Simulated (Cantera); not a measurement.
What does this Cantera script print?

```python
import numpy as np
import cantera as ct

gas = ct.Solution("gri30.yaml")
gas.TPX = 1225, 101325, {'CH3OH': 1, 'O2': 1.53, 'N2': 5.76}
reactor = ct.IdealGasConstPressureReactor(gas, energy="on", clone=False)
net = ct.ReactorNet([reactor])
net.rtol, net.atol = 1e-08, 1e-16
show = ['CH3OH', 'O2', 'CH2', 'CH2O', 'H2O', 'H']
times = np.geomspace(2e-06, 0.9, 14)

steps = ct.SolutionArray(gas, extra=["t"])
rows = []
print(f"{'t/s':>10s}{'T/K':>9s}{'P/Pa':>11s}" + "".join(f"{s:>11s}" for s in show))
for t in times:
    while net.time < t:
        t_next = net.step()
        steps.append(gas.state, t=t_next)
    rows.append([np.interp(t, steps.t, y) for y in (steps.T, steps.P, *steps(*show).X.T)])
    print(f"{t:10.3e}{rows[-1][0]:9.1f}{rows[-1][1]:11.4g}" + "".join(f"{x:11.3e}" for x in rows[-1][2:]))
rate = np.gradient(steps.T, steps.t)
print("integrator steps:", len(steps.t))
if steps.T.max() > steps.T[0] + 200:
    print(f"time of steepest temperature rise: {steps.t[rate.argmax()]:.4e} s")
gas.TPX = 1225, 101325, {'CH3OH': 1, 'O2': 1.53, 'N2': 5.76}
gas.equilibrate("HP")
print(f"equilibrium (HP): T = {gas.T:.1f} K  " + "  ".join(f"{s} {gas[s].X[0]:.3e}" for s in show))
```

Result:

```
       t/s      T/K       P/Pa      CH3OH         O2        CH2       CH2O        H2O          H
 2.000e-06   1225.0  1.013e+05  1.206e-01  1.846e-01  1.661e-10  2.919e-08  2.503e-08  8.443e-10
 5.444e-06   1225.0  1.013e+05  1.206e-01  1.846e-01  1.661e-10  9.450e-08  7.044e-08  8.623e-10
 1.482e-05   1225.0  1.013e+05  1.206e-01  1.846e-01  1.661e-10  2.832e-07  1.945e-07  8.897e-10
 4.033e-05   1225.0  1.013e+05  1.206e-01  1.846e-01  1.661e-10  8.495e-07  5.346e-07  9.349e-10
 1.098e-04   1225.0  1.013e+05  1.206e-01  1.846e-01  1.661e-10  2.539e-06  1.470e-06  9.809e-10
 2.988e-04   1225.0  1.013e+05  1.206e-01  1.846e-01  1.660e-10  7.416e-06  4.105e-06  1.071e-09
 8.132e-04   1225.0  1.013e+05  1.206e-01  1.845e-01  1.660e-10  2.425e-05  1.342e-05  1.594e-09
 2.213e-03   1225.1  1.013e+05  1.204e-01  1.845e-01  1.665e-10  1.441e-04  8.769e-05  5.359e-09
 6.025e-03   1261.3  1.013e+05  1.046e-01  1.750e-01  4.850e-10  1.144e-02  1.123e-02  1.230e-06
 1.640e-02   2605.5  1.013e+05  8.617e-17  1.952e-02  3.193e-15  1.895e-10  1.964e-01  4.592e-03
 4.463e-02   2604.3  1.013e+05  8.684e-17  1.922e-02  3.187e-15  1.902e-10  1.965e-01  4.574e-03
 1.215e-01   2604.3  1.013e+05  8.684e-17  1.922e-02  3.187e-15  1.902e-10  1.965e-01  4.574e-03
 3.307e-01   2604.3  1.013e+05  8.684e-17  1.922e-02  3.187e-15  1.902e-10  1.965e-01  4.574e-03
 9.000e-01   2604.3  1.013e+05  8.684e-17  1.922e-02  3.187e-15  1.902e-10  1.965e-01  4.574e-03
integrator steps: 2017
time of steepest temperature rise: 6.3843e-03 s
equilibrium (HP): T = 2604.3 K  CH3OH 8.986e-17  O2 1.922e-02  CH2 3.563e-15  CH2O 1.902e-10  H2O 1.965e-01  H 4.574e-03
```

Computed with Cantera and GRI-Mech 3.0 (53 species, 325 reactions). GRI-Mech 3.0 was tuned for natural gas; its chemistry of methanol as a main component is partial and can be far from experiment.
